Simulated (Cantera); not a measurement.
**Boron, boron nitride and boron oxide: B₂O₃ + NH₃ + H₂**

A closed system holds: 1 mol B₂O₃, 2.2 mol NH₃, 150 mol H₂, at 1.00 Torr.

Method: chemical equilibrium by Gibbs-energy minimisation in Cantera with the NASA 1993 tables (ideal gas, pure condensed phases). Candidate condensed phases: B, BN, B₂O₃, B₃O₃H₃, H₂O; 39 gas species. Mutual solubility and eutectic melting of coexisting phases are not modelled. The numbers say what is thermodynamically allowed, not how fast it happens.

From 875 K to 1325 K the condensed part is BN(s) + B₂O₃(l). At 1400 K the condensed part is B₂O₃(l). At 1475 K nothing is condensed. The main B-bearing gas is HBO₂ at 875 K and HBO at 1475 K.

```tsv
T (K)	x H₂	x N₂	x HBO	x HBO₂	x B₂O₃	x H₂O	n BN(s)	n B₂O₃(l)
875	0.993	0.00705	1.61e-9	5.12e-7	2.59e-12	0.000211	0.0217	0.989
950	0.993	0.00706	3.93e-8	3.42e-6	2.01e-10	0.000207	0.0214	0.989
1025	0.993	0.00705	5.96e-7	1.70e-5	8.07e-9	0.000201	0.0216	0.988
1100	0.993	0.00705	6.18e-6	6.67e-5	1.92e-7	0.000195	0.0232	0.983
1175	0.993	0.00703	4.71e-5	0.000217	2.99e-6	0.000189	0.0282	0.965
1250	0.992	0.00701	0.000280	0.000608	3.31e-5	0.000182	0.0355	0.908
1325	0.990	0.00704	0.00135	0.00150	0.000275	0.000176	0.0235	0.722
1400	0.982	0.00708	0.00432	0.00418	0.00180	0.000267	0	0.0286
1475	0.981	0.00708	0.00482	0.00441	0.00160	0.000418	0	0
```
x: gas mole fraction; n: condensed amount in mol.
